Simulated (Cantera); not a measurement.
A Cantera script and what it prints.

```python
import numpy as np
import cantera as ct

gas_names = [...]  # 151 gases of nasa_gas.yaml made of C, H, N, O, Si
cond_names = """
    C(gr) C6H6(L) C7H8(L) C8H18(L),n-octa H2O(s) H2O(L) Si(cr) Si(L) SiC(b) SiO2(Lqz) SiO2(hqz) SiO2(L)
    Si2N2O(s) Si3N4(a)
""".split()


# ... load() reads the species with a 1 bar reference pressure and builds the phases ...
atoms = {
    'HMDSO': {'Si': 2, 'C': 6, 'H': 18, 'O': 1},
    'N2O': {'N': 2, 'O': 1},
}
top_T = {'C(gr)': 4500, 'SiC(b)': 3050, 'Si2N2O(s)': 2100, 'Si3N4(a)': 2400}  # K; cautious upper limits of use, not melting points


# ... equilibrate(T, P, feed) seeds the gas with the atoms and calls Mixture.equilibrate('TP', solver="gibbs", rtol=1e-10, max_steps=50000) ...
results = []
feed = {'HMDSO': 1, 'N2O': 13}  # mol
T = 723.15  # K
for P in [5, 36, 260, 1900, 14000, 100000]:
    mix = equilibrate(T, P, feed)
    results.append((T, P, feed, dict(zip(mix.species_names, mix.species_moles))))

top = {s: max(r[3][s] / sum(r[3][g] for g in gas_names) for r in results) for s in gas_names}
cols = sorted((s for s in top if top[s] > 1e-05), key=lambda s: -top[s])[:5]
seen = [c for c in cond_names if any(r[3].get(c, 0) > 1e-12 for r in results)]
print("log10 of partial pressures in bar; condensed amounts in mol")
print(f"{'P/Pa':>10s}" + "".join(f"{s[:9]:>10s}" for s in cols + seen))
for T, P, feed, n in results:
    ng = sum(n[g] for g in gas_names)
    print(f"{P:10.4g}" + "".join(f"{np.log10(max(n[s] / ng * P / 1e5, 1e-99)):10.3f}" for s in cols)
          + "".join(f"{n.get(c, 0):10.4g}" for c in seen))
```

It prints:

```
log10 of partial pressures in bar; condensed amounts in mol
      P/Pa        N2        H2       H2O       CO2        CO     C(gr) SiO2(Lqz)
         5    -4.634    -4.846    -5.737    -5.275    -5.267         0         2
        36    -3.777    -3.989    -4.880    -4.417    -4.410         0         2
       260    -2.918    -3.132    -4.019    -3.557    -3.554         0         2
      1900    -2.036    -2.310    -2.914    -2.634    -2.913    0.8175         2
   1.4e+04    -1.140    -1.591    -1.757    -1.758    -2.475      1.64         2
     1e+05    -0.262    -1.005    -0.756    -0.927    -2.060     1.745         2
```

Method: chemical equilibrium by Gibbs-energy minimisation in Cantera with the NASA 1993 tables (ideal gas, pure condensed phases). The feed counts by its element totals alone.
